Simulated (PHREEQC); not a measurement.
Make-up at 5 °C: 0.26 mol NH4HF2, 0.019 mol (NH4)2SiF6 and 0.0033 mol H3AsO4 per kg of water. Closed to the air; pH follows from the charge balance.

Equilibrium calculation in PHREEQC: ion-association model, wateq4f.dat.

```
quantity                  before    after
------------------------  ------  -------
pH                          3.13     3.22
ionic strength (mol/kgw)   0.318  0.00381
F- (mol/kgw)               0.195  0.00319
HF2- (mol/kgw)            0.0629  1.92e-5
H2F2 (mol/kgw)            0.0516  1.93e-5
SI of Quartz (SiO2)       -11.25    -2.56
```

What was changed between the two runs?
A. temperature from 5 to 45 °C
B. diluted 2-fold with water
C. diluted 100-fold with water
D. NH4HF2 left out

C, diluted 100-fold with water

Precipitation was switched off in this run. wateq4f.dat counts part of the HF as a dimer, H2F2, which phreeqc.dat doesn't know; its constant is uncertain. Constants without temperature data keep their 25 °C values here. SiF6-2 is the database's only silicon fluoride.
